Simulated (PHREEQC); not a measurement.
**Buffer: speciation**

Solution (19 °C): 0.035 mol NaHCO3 and 0.0059 mol KOH per kg of water. Closed to the air; pH follows from the charge balance.

All values are PHREEQC results (ion-association model, phreeqc.dat), not measurements.

Each row changes one thing in this solution. No solid was allowed to form.

| case | pH | ionic strength (mol/kgw) | Na+ (mol/kgw) | HCO3- (mol/kgw) | CO3-2 (mol/kgw) | NaCO3- (mol/kgw) |
|---|---|---|---|---|---|---|
| as made | 9.38 | 0.0442 | 0.0335 | 0.0287 | 0.00482 | 0.00109 |
| diluted 2-fold with water | 9.46 | 0.0226 | 0.0170 | 0.0144 | 0.00259 | 0.000349 |
| diluted 5-fold with water | 9.53 | 0.00918 | 0.00691 | 0.00582 | 0.00109 | 7.04e-5 |
| temperature from 19 to 15 °C | 9.44 | 0.0446 | 0.0337 | 0.0287 | 0.00499 | 0.000916 |
| KOH from 0.0059 to 0.00531 mol/kgw | 9.33 | 0.0433 | 0.0336 | 0.0293 | 0.00434 | 0.000986 |
| 0.0079 mol/kgw NaF added | 9.35 | 0.0517 | 0.0411 | 0.0286 | 0.00467 | 0.00124 |
| KOH left out | 8.20 | 0.0348 | 0.0344 | 0.0336 | 0.000354 | 8.72e-5 |
| 0.0086 mol/kgw KCl added | 9.37 | 0.0529 | 0.0336 | 0.0287 | 0.00486 | 0.00105 |
